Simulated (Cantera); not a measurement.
Input: 1 mol HMDSO, 6.2 mol O2, held at 523.15 K and 1000 Pa.

Equilibrium computed with Cantera from the NASA thermochemical tables; the gas is ideal and each condensed phase is pure. Candidate condensed phases: C, C6H6, C7H8, C8H18, H2O, Si, SiC, SiO2; 123 gas species. The feed counts by its element totals alone. Equilibrium is a limit: real reactors are often held back by kinetics, nucleation or transport.

Base state: H2O 0.551, CO2 0.207, CH4 0.131, H2 0.111, CO 0.000465 (mole fractions); condensed: C(graphite) + SiO2(α-quartz).

### Question
What changes in the equilibrium state with this change: O2 from 6.2 to 29 mol?

### Answer
```json
[
 {"species": "O2", "before": "<1e-9", "after": "0.531"},
 {"species": "H2O", "before": "0.551", "after": "0.281"},
 {"species": "CO2", "before": "0.207", "after": "0.188"},
 {"species": "CH4", "before": "0.131", "after": "<1e-9"},
 {"species": "H2", "before": "0.111", "after": "<1e-9"},
 {"species": "CO", "before": "0.000465", "after": "<1e-9"},
 {"species": "C(graphite), mol", "before": "2.71", "after": "0"},
 {"species": "SiO2(α-quartz), mol", "before": "2.00", "after": "2.00"}
]
```

### Question
What changes in the equilibrium state with this change: pressure from 1000 Pa to 20.0 Pa?

### Answer
| species | before | after |
|---|---|---|
| H2 | 0.111 | 0.402 |
| H2O | 0.551 | 0.310 |
| CO2 | 0.207 | 0.251 |
| CH4 | 0.131 | 0.0341 |
| CO | 0.000465 | 0.00362 |
| C(graphite), mol | 2.71 | 2.67 |
| SiO2(α-quartz), mol | 2.00 | 2.00 |
